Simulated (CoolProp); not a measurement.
A single-stage vapour-compression cycle with the fluid: evaporating at 328.15 K (dew point), condensing at 355.15 K (bubble point), superheat 0 K, subcooling 0 K, compressor efficiency 0.85, no pressure losses. The same conditions are run with several fluids, on thermodynamics alone (safety and materials aside).

The numbers come from the reference Helmholtz-energy equation of state of each fluid (R113: Marx 1992; dimethyl carbonate: Zhou 2011; trans-2-butene: Lemmon 2005; R124: de Vries 1995; chloromethane (R40): Thol 2014; carbonyl sulfide: Lemmon 2006) in CoolProp.

```tsv
fluid	cooling COP	pressure ratio	discharge temperature (K)	refrigerating effect (kJ/kg)	volumetric capacity (kJ/m³)
R113	9.16	2.17	355.1	116	1080
dimethyl carbonate	9.58	2.71	357.3	348	332
trans-2-butene	8.81	1.89	355.2	277	3600
R124	8.04	1.87	355.4	92.3	5040
chloromethane (R40)	8.86	1.81	374.8	285	8150
carbonyl sulfide	7.63	1.68	373.2	159	12100
```

The compression ends wet for: R113; trans-2-butene.
